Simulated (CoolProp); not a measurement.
A simple Rankine cycle with water: condensing at 327.15 K, boiler at 15.5 MPa, turbine inlet 619.9 K, turbine efficiency 0.6, pump efficiency 0.8, no recuperator. Each further row changes one setting.

Model: reference Helmholtz-energy equation of state, Wagner 2002, in CoolProp.

| case | thermal efficiency (%) | net work (kJ/kg) | heat in (kJ/kg) | turbine exit temperature (K) | volume ratio over the turbine |
|---|---|---|---|---|---|
| as stated | … | … | 2380 | 327.1 | 771 |
| turbine inlet 639.9 K | … | 570 | 2540 | 327.1 | 668 |
| condensing temperature 319.15 K | 22.6 | 544 | … | 319.1 | … |
| boiler pressure 10.8 MPa | 21.9 | 579 | … | 327.1 | … |
| turbine efficiency 0.5 | 18.2 | 432 | 2380 | 327.1 | 808 |

Q: Fill in the missing entries.

A: 
- as stated, thermal efficiency (%): 22.0
- as stated, net work (kJ/kg): 522
- turbine inlet 639.9 K, thermal efficiency (%): 22.4
- condensing temperature 319.15 K, heat in (kJ/kg): 2410
- condensing temperature 319.15 K, volume ratio over the turbine: 1120
- boiler pressure 10.8 MPa, heat in (kJ/kg): 2640
- boiler pressure 10.8 MPa, volume ratio over the turbine: 438

The expansion ends wet for: as stated; turbine inlet 639.9 K; condensing temperature 319.15 K; boiler pressure 10.8 MPa; turbine efficiency 0.5.
